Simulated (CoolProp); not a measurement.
Properties of toluene at several states (Tc = 591.7 K, pc = 4.126 MPa, ω = 0.266).

Values from CoolProp's reference Helmholtz-energy equation of state, Lemmon 2006. It is a short technical equation, of lower accuracy than the large ones.

| T (K) | p (MPa) | phase | cp (kJ/(kg K)) | expansivity (1/kK) | viscosity (µPa s) | conductivity (mW/(m K)) | fugacity coefficient |
|---|---|---|---|---|---|---|---|
| 577.9 | 1.84 | gas | 2.292 | 3.671 | 13.6 | 39.5 | 0.8276 |
| 531.5 | 0.0595 | gas | 1.951 | 1.929 | 12.2 | 33.2 | 0.9925 |
| 463.4 | 1.77 | liquid | 2.321 | 1.837 | 149 | 90.3 | 0.3230 |
| 226.3 | 0.0405 | liquid | 1.514 | 1.005 | 1890 | 149 | 0.0005409 |
| 280.7 | 1.76 | liquid | 1.646 | 1.044 | 701 | 136 | 0.0008851 |

Viscosity comes from a separate model (Avgeri 2015). Thermal conductivity comes from a separate model (Assael 2012).
